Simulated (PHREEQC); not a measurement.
1 kg of water holding 33 mmol/kgw MgCl2 and 4.9 mmol/kgw KCl is evaporated at 20 °C; the solids stay in contact with the brine. The system is closed to CO2. The run lets Bischofite, Brucite, Carnallite, Sylvite, MgCl2_4H2O precipitate or redissolve, and no other solid.

The numbers come from PHREEQC with the Pitzer model, pitzer.dat.

```tsv
water left (kg)	ionic strength	water activity	Bischofite (mol)
1	0.104	0.998	0
0.8219	0.126	0.998	0
0.6755	0.154	0.997	0
0.5552	0.187	0.997	0
0.4563	0.228	…	0
0.375	0.277	0.995	0
0.3082	0.337	0.994	0
0.2082	0.499	0.992	0
0.1711	0.607	0.990	0
0.1407	0.739	0.988	0
0.1156	…	0.985	0
0.09502	1.09	0.981	0
0.07809	1.33	0.977	0
0.06418	1.62	0.971	0
0.05275	1.97	0.964	0
0.04335	…	0.954	0
0.03564	…	0.942	0
0.0293	3.55	…	0
0.02407	4.32	0.902	0
0.01627	6.39	0.830	0
0.01337	7.77	0.773	0
0.01099	9.45	0.698	0
0.00903	11.5	0.601	0
0.007195	13.2	0.514	0
0.0056	…	0.412	0
0.00385	17.3	0.321	0.00590
```

Problem. Complete the blanks.

Solution. 
- 0.4563, water activity: 0.996
- 0.1156, ionic strength: 0.899
- 0.04335, ionic strength: 2.40
- 0.03564, ionic strength: 2.92
- 0.0293, water activity: 0.925
- 0.0056, ionic strength: 15.3
